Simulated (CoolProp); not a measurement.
Values from CoolProp's reference Helmholtz-energy equation of state, Kamei 1995.

Task: Give the vapour pressure (MPa), liquid density (kg/m³), vapour density (kg/m³), enthalpy of vaporisation (kJ/kg) of saturated R22 at -89.55 °C.

Result: 
| T (°C) | p (MPa) | liquid density (kg/m³) | vapour density (kg/m³) | enthalpy of vaporisation (kJ/kg) |
|---|---|---|---|---|
| -89.55 | 0.00499 | 1540 | 0.284 | 262 |
